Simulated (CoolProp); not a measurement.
Values from CoolProp's reference Helmholtz-energy equation of state, Guder 2009.

### Question
For sulfur hexafluoride, give the phase and the cp (kJ/(kg K)), speed of sound (m/s), viscosity (µPa s), conductivity (mW/(m K)) at 23.35 °C and 3870 kPa; 181.45 °C and 3870 kPa.

### Answer
- 23.35 °C and 3870 kPa: liquid; cp 1.16, speed of sound 250, viscosity 135, conductivity 56.3
- 181.45 °C and 3870 kPa: supercritical; cp 0.903, speed of sound 156, viscosity 24.2, conductivity 28.1

Viscosity comes from a separate model (Quiñones-Cisneros 2012). Thermal conductivity comes from a separate model (Assael 2012).
